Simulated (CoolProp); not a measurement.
A simple Rankine cycle with R236EA: condensing at 322.15 K, boiler at 1.81 MPa, turbine inlet 381.9 K, turbine efficiency 0.85, pump efficiency 0.6, no recuperator. Each further row changes one setting.

Values from CoolProp's reference Helmholtz-energy equation of state, Rui 2013.

```tsv
case	thermal efficiency (%)	net work (kJ/kg)	heat in (kJ/kg)	turbine exit temperature (K)	volume ratio over the turbine
as stated	9.7	17.2	178	341.0	4.89
turbine inlet 401.9 K	9.6	19.6	203	364.7	4.53
condensing temperature 314.15 K	10.9	20.5	188	335.9	6.24
boiler pressure 1.27 MPa	7.7	14.5	189	355.3	3.06
turbine efficiency 0.75	8.4	15.0	178	343.3	4.94
```
